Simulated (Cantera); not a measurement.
Charge: 1 mol Nb2O5, 1700 mol H2, 0.24 mol H2O, at 0.280 bar.

Method: chemical equilibrium by Gibbs-energy minimisation in Cantera with the NASA 1993 tables (ideal gas, pure condensed phases). Candidate condensed phases: H2O, Nb, NbO, NbO2, Nb2O5; 12 gas species. NbO: taken at fixed stoichiometry. The numbers say what is thermodynamically allowed, not how fast it happens. All values below are at 1623 K.

Base state: H2 0.998, H2O 0.00191, H 0.000130 (mole fractions); condensed: NbO(s).

### Question
What changes in the equilibrium state with this change: pressure from 0.280 bar to 49.0 Pa?

### Answer
```csv
species,before,after
H2,0.998,0.995
H,0.000130,0.00311
H2O,0.00191,0.00190
"NbO(s), mol",2.00,2.00
```
